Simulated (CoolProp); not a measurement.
Vapour-liquid equilibrium of methane (1) + ethane (2) at -128.65 °C; x and y are mole fractions of (1).

Computed with CoolProp (multi-fluid Helmholtz-energy mixture model, Setzmann 1991 and Bücker 2006; pair parameters Kunz 2012).

Problem. Give the bubble pressure and the first vapour's composition at x = 0.05, 0.5, 0.65. Is there an azeotrope?

Solution. x = 0.05: 56.75 kPa, y = 0.899; x = 0.5: 432.6 kPa, y = 0.990; x = 0.65: 536.8 kPa, y = 0.994. No azeotrope shows between x = 0.05 and 0.95.

Pair parameters are fitted to limited data, so mixtures are less certain than the pure fluids. The gap from Raoult's law changes sign with composition, which may be real or a fault of the pair parameters; it wasn't checked against measurements.
